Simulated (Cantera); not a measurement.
# Reactions in the system N-O-Ta

Standard-state values (1 bar) from the NASA 1993 polynomials, evaluated with Cantera. Values are per mole of reaction as written; species without (g) are pure solids or liquids, kept so even where they would boil at 1 bar.

2 Ta2O5 + 5 N(g) = 5 NO2(g) + 4 Ta

```
T (K)  ΔH° (kJ)  ΔS° (J/K)  ΔG° (kJ)  log10 K
-----  --------  ---------  --------  -------
625      1869.2      245.5    1715.8  -143.40
650      1866.9      241.8    1709.7  -137.39
675      1864.6      238.3    1703.7  -131.84
700      1862.2      234.9    1697.8  -126.69
725      1859.9      231.6    1692.0  -121.90
750      1857.6      228.5    1686.2  -117.44
775      1855.3      225.5    1680.5  -113.27
800      1853.0      222.5    1675.0  -109.36
```
